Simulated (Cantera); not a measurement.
Feed: 1 mol Fe2O3, 8 mol C, 0.45 mol H2, at 1073 K and 76.0 Pa.

Cantera equilibrium calculation (NASA polynomials, part measured and part estimated; ideal gas, pure solids and liquids). Candidate condensed phases: C, C6H6, C7H8, C8H18, Fe, Fe(CO)5, FeO, Fe(OH)2, Fe(OH)3, Fe2O3, Fe3O4, H2O; 114 gas species. Condensed phases not in the tables: cementite and carbon dissolved in iron. Kinetics and transport are ignored.

Base state: CO 0.869, H2 0.130, CO2 8.09e-5, H2O 1.12e-5 (mole fractions); condensed: C(graphite) + Fe(α).

### Question
What changes in the equilibrium state with this change: Fe2O3 replaced by SiO2?

### Answer
| species | before | after |
|---|---|---|
| H2 | 0.130 | 0.998 |
| CO | 0.869 | 0.00197 |
| CH4 | 5.94e-7 | 3.48e-5 |
| CO2 | 8.09e-5 | <1e-9 |
| H2O | 1.12e-5 | 1.95e-7 |
| C(graphite), mol | 5.00 | 8.00 |
| Fe(α), mol | 2.00 | 0 |
| SiC(s), mol | 0 | 0.000445 |
| SiO2(β-quartz), mol | 0 | 1.000 |
Mutual solubility and eutectic melting of coexisting phases are not modelled. Further candidate phases: Si, SiC, SiO2.
